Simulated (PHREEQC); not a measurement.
**Ultrapure water in contact with air or piping: speciation**

Synthetic water in mg/L, 15 °C, pH 6.21, pe 1.1:

```tsv
constituent	mg/L
Na	0.0107
K	0.0183
Ca	0.038
Mg	0.0432
Cl	0.0189
S(6) as SO4	0.0593
Alkalinity as HCO3	0.267
B	1.19e-05
Si as SiO2	0.000251
N(-3) as NH4	5.77e-05
```

Valence states are taken as typed.

The numbers come from PHREEQC with the ion-association model, wateq4f.dat.

No solid was allowed to form.

**Question.** What charge-balance error does the model give?

**Answer.** charge-balance error 1.8 %.

**Question.** In which forms is C present?

**Answer.** CO2 62 %, HCO3- 38 % of the C.
